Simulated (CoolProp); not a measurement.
Properties of propylene at several states (Tc = 91.1 °C, pc = 45.55 bar, ω = 0.146).

The numbers come from the reference Helmholtz-energy equation of state, Lemmon 2013 in CoolProp.

| T (°C) | p (bar) | phase | cv (kJ/(kg K)) | Joule-Thomson coefficient (K/MPa) | Prandtl number | fugacity coefficient |
|---|---|---|---|---|---|---|
| 21.85 | 3.07 | gas | 1.348 | ___ | 0.796 | 0.9556 |
| 46.15 | 186 | liquid | 1.611 | -0.1786 | 2.16 | ___ |
| 149.45 | 0.383 | gas | ___ | ___ | 0.759 | 0.9982 |
| -70.65 | 0.642 | liquid | 1.339 | ___ | ___ | 0.4763 |
| 291.35 | 222 | supercritical | 2.337 | ___ | 1.27 | 0.7596 |
| -18.95 | 0.189 | gas | ___ | 27.45 | 0.770 | 0.9956 |

Task: Some entries are withheld; supply them.

Result: 
- 21.85, Joule-Thomson coefficient (K/MPa): 18.36
- 46.15, fugacity coefficient: 0.1361
- 149.45, cv (kJ/(kg K)): 1.796
- 149.45, Joule-Thomson coefficient (K/MPa): 6.399
- -70.65, Joule-Thomson coefficient (K/MPa): -0.4630
- -70.65, Prandtl number: 3.52
- 291.35, Joule-Thomson coefficient (K/MPa): 1.166
- -18.95, cv (kJ/(kg K)): 1.178

Viscosity comes from a separate model (Huber 2003), an estimate that may be off by 10 % or more. Thermal conductivity comes from a separate model (Huber 2003), an estimate that may be off by 10 % or more.
